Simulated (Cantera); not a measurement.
A perfectly stirred reactor is fed with 0.124 % CO, 4.01 % O₂, 0.458 % H₂O, 95.4 % N₂, at 480 Torr; it is held at 1025 K, and followed from long to short residence time.

Cantera simulation using GRI-Mech 3.0 (53 species, 325 reactions); the numbers are that mechanism's predictions, not measurements.

### Question
Predict: x(CO) at τ = 1.00 s; x(O₂) at τ = 1.00 s; x(H₂O) at τ = 1.00 s; x(OH) at τ = 1.00 s; x(CO) at τ = 66.0 ms; x(O₂) at τ = 66.0 ms; x(H₂O) at τ = 66.0 ms; x(OH) at τ = 66.0 ms.

### Answer
```
Property                 Result
---------------------  --------
x(CO) at τ = 1.00 s    0.000316
x(O₂) at τ = 1.00 s      0.0396
x(H₂O) at τ = 1.00 s    0.00458
x(OH) at τ = 1.00 s     1.69e-6
x(CO) at τ = 66.0 ms   0.000970
x(O₂) at τ = 66.0 ms     0.0399
x(H₂O) at τ = 66.0 ms   0.00458
x(OH) at τ = 66.0 ms    2.42e-6
```
